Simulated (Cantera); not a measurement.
Cantera run:

```python
import numpy as np
import cantera as ct

gas_names = """
    F F2 N NF NF2 NF3 N2 Si SiF SiF2 SiF3 SiF4 SiN Si2 Si2N Si3
""".split()
cond_names = """
    Si(cr) Si(L) Si3N4(a)
""".split()


# ... load() reads the species with a 1 bar reference pressure and builds the phases ...
atoms = {
    'Si3N4': {'Si': 3, 'N': 4},
    'NF3': {'N': 1, 'F': 3},
    'N2': {'N': 2},
}
top_T = {'Si3N4(a)': 2400}  # K; cautious upper limits of use, not melting points


# ... equilibrate(T, P, feed) seeds the gas with the atoms and calls Mixture.equilibrate('TP', solver="vcs", rtol=1e-11, max_steps=5000) ...
results = []
feed = {'Si3N4': 1, 'NF3': 4.8, 'N2': 40}  # mol
T = 1398.15  # K
P = 1000  # Pa
mix = equilibrate(T, P, feed)
results.append((T, P, feed, dict(zip(mix.species_names, mix.species_moles))))
x = sorted(zip(gas.X, gas.species_names), reverse=True)
print(f"T = {T:g} K  P = {P:g} Pa  gas = {mix.phase_moles(0):.4g} mol")
print("   x: " + "  ".join(f"{s} {v:.3e}" for v, s in x if v > 0.0001))
print("   condensed (mol): " + ("  ".join(f"{mix.phase(i).name} {mix.phase_moles(i):.4g}"
      for i in range(1, mix.n_phases) if mix.phase_moles(i) > 1e-12) or "none"))
```

Output:

```
T = 1398.15 K  P = 1000 Pa  gas = 49.8 mol
   x: N2 8.916e-01  SiF4 6.024e-02  F 4.818e-02
   condensed (mol): none
```

Cantera equilibrium calculation (NASA polynomials, part measured and part estimated; ideal gas, pure solids and liquids).
